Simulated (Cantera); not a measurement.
A diamond (100) surface in a fixed gas of H2 with x(CH4) = 0.018, x(H) = 0.00097, x(CH3) = 0.00031, at 1400 K; coverages are run to steady state.

Cantera simulation using the Harris–Goodwin 1993 mechanism for the reconstructed diamond (100) surface; the numbers are that mechanism's predictions, not measurements.

One state of this run: growth (µm/h) = 1.03; θ c6HH = 0.409; θ c6H* = 0.0549; θ c6*H = 0.503; θ c6** = 0.0318; θ c6HM = 9.25e-5. θ: site fractions in the mechanism's names (c6HH fully hydrogenated, c6H* and c6*H radical sites, c6** diradical, c6HM methylated).

Q: Which value of P (Pa) does it belong to?
A. 3200
B. 5800
C. 35000
D. 19000

A: B, 5800
